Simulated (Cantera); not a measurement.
Fluorocarbon and chlorocarbon gases: CH₂F₂

Feed: 1 mol CH₂F₂, at 677 °C and 2.00 Pa.

Method: chemical equilibrium by Gibbs-energy minimisation in Cantera with the NASA 1993 tables (ideal gas, pure condensed phases). Candidate condensed phases: C, C₆H₆, C₇H₈, C₈H₁₈; 95 gas species. Kinetics and transport are ignored.

```yaml
x(HF): 1.00
n(C(graphite)): 1.00 mol
gas_amount: 2.000 mol
```
